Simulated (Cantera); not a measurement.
Silicon epitaxy and polysilicon growth: Si2H6 + HCl + N2

Charge: 1 mol Si2H6, 0.17 mol HCl, 53 mol N2, at 1400 °C and 10.0 Torr.

These are equilibrium values from Cantera (NASA tables, ideal gas, pure condensed phases), not measurements of a reactor. Candidate condensed phases: NH4Cl, Si, Si3N4; 28 gas species. The feed counts by its element totals alone. The numbers say what is thermodynamically allowed, not how fast it happens.

```yaml
x(N2): 0.942
x(H2): 0.0547
x(HCl): 0.00289
x(H): 0.000231
x(SiCl2): 0.000101
x(Cl): 9.52e-6
x(Si): 5.81e-6
x(SiCl): 1.61e-6
n(Si3N4(s)): 0.665 mol
gas_amount: 54.85 mol
log10 activity of Si(s) (absent): -0.73
```
